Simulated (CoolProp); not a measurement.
Vapour pressure (kPa) of R123: the reference equation beside estimates from Tc = 456.8 K, pc = 3662 kPa, ω = 0.282.

The numbers come from the reference Helmholtz-energy equation of state, Younglove 1994 in CoolProp. It is a modified Benedict-Webb-Rubin equation, recast in Helmholtz form.

```
T (K)  reference  Lee-Kesler  van der Waals  Redlich-Kwong  Soave-Redlich-Kwong  Peng-Robinson
-----  ---------  ----------  -------------  -------------  -------------------  -------------
223.3      1.788       1.746          87.15          6.007                1.800          1.967
226.7      2.290       2.234          96.68          7.444                2.300          2.498
230.2      2.927       2.854          107.2          9.206                2.934          3.167
233.7      3.709       3.614          118.6          11.29                3.710          3.982
237.2      4.660       4.541          130.8          13.75                4.655          4.969
240.7      5.809       5.662          143.9          16.61                5.795          6.154
244.2      7.187       7.008          157.9          19.94                7.161          7.568
247.7      8.829       8.613          172.8          23.78                8.788          9.245
251.2      10.77       10.52          188.6          28.18                10.71          11.22
254.7      13.05       12.76          205.5          33.20                12.97          13.54
258.2      15.72       15.38          223.3          38.90                15.62          16.23
261.6      18.73       18.34          241.7          45.14                18.60          19.26
265.1      22.30       21.87          261.6          52.35                22.14          22.85
268.6      26.41       25.93          282.7          60.41                26.22          26.97
272.1      31.11       30.59          304.9          69.41                30.89          31.67
```

Absolute difference from the reference over all 15 rows, mean and median: Lee-Kesler 2.3 and 2.3 %, van der Waals 2210.3 and 1857.2 %, Redlich-Kwong 173.3 and 169.3 %, Soave-Redlich-Kwong 0.5 and 0.6 %, Peng-Robinson 5.2 and 4.7 %.
